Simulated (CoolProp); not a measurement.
Ethylene along the isobar 277 bar: density (kg/m³) from the reference equation and from simpler models built on Tc = 9.2 °C, pc = 50.42 bar, ω = 0.087; each cubic takes its own stable root.

The numbers come from the reference Helmholtz-energy equation of state, Smukala 2000 in CoolProp.

```json
[
 {"T (°C)": "-96.65", "phase": "liquid", "reference": "583.1", "van der Waals": "398.8", "Redlich-Kwong": "567.0", "Peng-Robinson": "637.0"},
 {"T (°C)": "-84.35", "phase": "liquid", "reference": "568.6", "van der Waals": "392.2", "Redlich-Kwong": "553.3", "Peng-Robinson": "622.3"},
 {"T (°C)": "-72.05", "phase": "liquid", "reference": "553.9", "van der Waals": "385.5", "Redlich-Kwong": "539.0", "Peng-Robinson": "606.8"},
 {"T (°C)": "-59.75", "phase": "liquid", "reference": "539.1", "van der Waals": "378.7", "Redlich-Kwong": "524.2", "Peng-Robinson": "590.4"},
 {"T (°C)": "-47.45", "phase": "liquid", "reference": "523.9", "van der Waals": "371.7", "Redlich-Kwong": "509.0", "Peng-Robinson": "573.2"},
 {"T (°C)": "-35.15", "phase": "liquid", "reference": "508.5", "van der Waals": "364.6", "Redlich-Kwong": "493.4", "Peng-Robinson": "555.1"},
 {"T (°C)": "-22.85", "phase": "liquid", "reference": "?", "van der Waals": "357.4", "Redlich-Kwong": "477.3", "Peng-Robinson": "536.1"},
 {"T (°C)": "-10.55", "phase": "liquid", "reference": "?", "van der Waals": "350.0", "Redlich-Kwong": "460.8", "Peng-Robinson": "516.4"},
 {"T (°C)": "1.75", "phase": "liquid", "reference": "460.1", "van der Waals": "342.5", "Redlich-Kwong": "444.1", "Peng-Robinson": "495.8"},
 {"T (°C)": "14.05", "phase": "supercritical", "reference": "443.2", "van der Waals": "334.9", "Redlich-Kwong": "427.1", "Peng-Robinson": "474.6"},
 {"T (°C)": "26.35", "phase": "supercritical", "reference": "425.9", "van der Waals": "327.2", "Redlich-Kwong": "410.0", "Peng-Robinson": "452.9"},
 {"T (°C)": "38.65", "phase": "supercritical", "reference": "408.3", "van der Waals": "319.4", "Redlich-Kwong": "392.8", "Peng-Robinson": "430.9"},
 {"T (°C)": "50.95", "phase": "supercritical", "reference": "390.4", "van der Waals": "311.4", "Redlich-Kwong": "375.6", "Peng-Robinson": "408.8"},
 {"T (°C)": "63.25", "phase": "supercritical", "reference": "?", "van der Waals": "303.4", "Redlich-Kwong": "358.7", "Peng-Robinson": "387.1"},
 {"T (°C)": "75.55", "phase": "supercritical", "reference": "354.5", "van der Waals": "295.3", "Redlich-Kwong": "342.2", "Peng-Robinson": "365.8"}
]
```

Q: Some entries are withheld; supply them.

A: 
- -22.85, reference: 492.7
- -10.55, reference: 476.6
- 63.25, reference: 372.4
